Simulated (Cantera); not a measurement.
Feed: 1 mol BCl₃, 42 mol H₂, 1.1 mol H₂O, equilibrated at 1250 °C and 16.0 Pa.

These are equilibrium values from Cantera (NASA tables, ideal gas, pure condensed phases), not measurements of a reactor. The tables' values for BOCl, BCl are old estimates; treat these amounts as uncertain. Kinetics and transport are ignored.

```tsv
species	before	after
H₂	0.913	0.979
HCl	0.0650	0.0147
HBO	0.0139	0.00391
BCl	2.18e-5	1.16e-6
BOCl	0.00130	7.67e-5
B₂O₂	0.00149	0.000110
B₂O₃	0.00107	8.75e-5
Cl	9.99e-5	2.18e-5
BO	0.000672	0.000183
```
Gas species are given as mole fractions.

**Question.** Which change was made?
(A) temperature from 1250 °C to 1352 °C
(B) temperature from 1250 °C to 1302 °C
(C) temperature from 1250 °C to 1927 °C
(D) H₂ from 42 to 200 mol

**Answer.** D, H₂ from 42 to 200 mol. The tables' values for BOCl are old estimates; treat these amounts as uncertain
